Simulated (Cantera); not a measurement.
Feed: 1 mol Si₂H₆, 0.34 mol NO, held at 1748.15 K and 7.50 Torr.

These are equilibrium values from Cantera (NASA tables, ideal gas, pure condensed phases), not measurements of a reactor. Candidate condensed phases: H₂O, Si, SiO₂, Si₂N₂O, Si₃N₄; 35 gas species. The feed counts by its element totals alone. Gases not in the tables: Si₂H₆ and higher silanes. Rates play no part.

Base state: H₂ 0.853, SiO 0.0967, N₂ 0.0484, H 0.00211, Si 0.000146, SiH 1.79e-5, SiH₂ 1.75e-5 (mole fractions); condensed: Si(l).

Problem. What changes in the equilibrium state with this change: temperature from 1748.15 K to 500 K?

Solution. 
```csv
species,before,after
H₂,0.853,1.00
SiO,0.0967,<1e-9
N₂,0.0484,<1e-9
H,0.00211,<1e-9
Si,0.000146,<1e-9
SiH,1.79e-5,<1e-9
"Si(l), mol",1.66,0
"Si(s), mol",0,1.57
"SiO₂(α-quartz), mol",0,0.0850
"Si₂N₂O(s), mol",0,0.170
```

Problem. What changes in the equilibrium state with this change: Si₂H₆ replaced by TEOS?

Solution. 
| species | before | after |
|---|---|---|
| H₂ | 0.853 | 0.687 |
| CO | 0 | 0.297 |
| N₂ | 0.0484 | 0.0115 |
| SiO | 0.0967 | 0.00142 |
| HCN | 0 | 0.000421 |
| C₂H₂ (acetylene) | 0 | 7.77e-5 |
| HNC | 0 | 1.42e-5 |
| SiH₂ | 1.75e-5 | 2.66e-7 |
| SiH | 1.79e-5 | 3.04e-7 |
| Si(l), mol | 1.66 | 0 |
| C(graphite), mol | 0 | 2.69 |
| SiC(s), mol | 0 | 0.979 |
Further candidate phases: C, C₆H₆, C₇H₈, C₈H₁₈, SiC.
